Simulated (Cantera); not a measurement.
An adiabatic, constant-pressure homogeneous reactor starts with 15.4 % CO, 9.69 % H2, 0.954 % CH4, 15.5 % O2, 58.4 % N2, equivalence ratio 0.93, at 1800 K and 12000 Torr.

Detailed kinetics in Cantera: GRI-Mech 3.0 (53 species, 325 reactions). The pressure lies above the range GRI-Mech 3.0 was tuned for (to about 10 atm). Above 3000 K some thermodynamic fits are extrapolated.

Predict: time of steepest temperature rise; temperature at 0.300 s; equilibrium temperature; x(CO) at 0.300 s; x(H2) at 0.300 s; x(NO2) at 0.300 s; x(CH2O) at 0.300 s.


| Item | Value |
|---|---|
| time of steepest temperature rise | 0.629 µs |
| temperature at 0.300 s | 3077 K |
| equilibrium temperature | 3077 K |
| x(CO) at 0.300 s | 0.0669 (gas-phase equilibrium 0.0669) |
| x(H2) at 0.300 s | 0.00842 (gas-phase equilibrium 0.00842) |
| x(NO2) at 0.300 s | 1.61e-5 (gas-phase equilibrium 1.61e-5) |
| x(CH2O) at 0.300 s | 3.66e-9 (gas-phase equilibrium 3.66e-9) |
